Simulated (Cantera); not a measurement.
A closed system holds: 1 mol Al, 23 mol N2O, 61 mol H2, held at 2273 K and 10000 Pa.

These are equilibrium values from Cantera (NASA tables, ideal gas, pure condensed phases), not measurements of a reactor. Gases not in the tables: Al(OH)3. The numbers say what is thermodynamically allowed, not how fast it happens.

```json
[
 {"species": "H2", "before": "0.458", "after": "0.931"},
 {"species": "H", "before": "0.0180", "after": "0.0256"},
 {"species": "N2", "before": "0.271", "after": "0.0224"},
 {"species": "H2O", "before": "0.252", "after": "0.0209"},
 {"species": "AlOH", "before": "6.19e-6", "after": "4.37e-5"},
 {"species": "Al", "before": "2.38e-7", "after": "2.88e-5"},
 {"species": "NO", "before": "5.86e-5", "after": "6.88e-7"},
 {"species": "O", "before": "4.14e-5", "after": "1.69e-6"},
 {"species": "OH", "before": "0.00153", "after": "8.95e-5"},
 {"species": "AlO2H", "before": "1.41e-5", "after": "4.07e-6"},
 {"species": "Al2O3(s), mol", "before": "0.499", "after": "0.454"}
]
```
Gas species are given as mole fractions.

### Question
Which change was made?
A. temperature from 2273 K to 723 K
B. H2 from 61 to 13 mol
C. H2 from 61 to 8.2 mol
D. H2 from 61 to 990 mol

### Answer
D, H2 from 61 to 990 mol. The tables' values for AlOH are old estimates; treat these amounts as uncertain
